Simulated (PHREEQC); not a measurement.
Solution (25 °C): 22 mmol/kgw NaH2PO4, 9.3 mmol/kgw NaOH and 0.00026 mmol/kgw H4SiO4. It is in equilibrium with CO2 at log p = 0 (atm). Otherwise closed; pH follows from the charge balance.

Model: ion-association model, phreeqc.dat, run in PHREEQC.

Each row changes one thing in this solution. No solid was allowed to form.

| case | pH | ionic strength (mol/kgw) | H2PO4- (mol/kgw) | HCO3- (mol/kgw) | HPO4-2 (mol/kgw) | NaHCO3 (mol/kgw) | SI of Quartz (SiO2) |
|---|---|---|---|---|---|---|---|
| as made | 5.67 | 0.0322 | 0.0210 | 0.00818 | 0.000988 | 0.000103 | -2.60 |
| diluted 5-fold with water | 5.05 | 0.00630 | 0.00436 | 0.00183 | 3.89e-5 | 5.45e-6 | -3.30 |
| H4SiO4 from 2.6e-07 to 1.3e-06 mol/kgw | 5.67 | 0.0322 | 0.0210 | 0.00818 | 0.000988 | 0.000103 | -1.90 |
| NaOH left out | 4.15 | 0.0221 | 0.0218 | 0.000244 | 2.92e-5 | 2.27e-6 | -2.60 |
| NaOH from 0.0093 to 0.093 mol/kgw | 6.63 | 0.119 | 0.0136 | 0.0815 | 0.00781 | … | -2.59 |
| diluted 100-fold with water | 4.07 | 0.000400 | 0.000217 | 0.000182 | … | 3.06e-8 | -4.60 |
| NaH2PO4 from 0.022 to 0.0022 mol/kgw | 5.74 | 0.0115 | 0.00210 | 0.00915 | 9.86e-5 | 4.75e-5 | -2.60 |
| NaOH from 0.0093 to 0.0102 mol/kgw | 5.71 | 0.0331 | 0.0209 | … | … | 0.000116 | -2.60 |

Problem. Fill in the missing entries.

Solution. 
- NaOH from 0.0093 to 0.093 mol/kgw, NaHCO3 (mol/kgw): 0.00299
- diluted 100-fold with water, HPO4-2 (mol/kgw): 1.71e-7
- NaOH from 0.0093 to 0.0102 mol/kgw, HCO3- (mol/kgw): 0.00897
- NaOH from 0.0093 to 0.0102 mol/kgw, HPO4-2 (mol/kgw): 0.00108

Complexes and solids missing from the database can't appear.
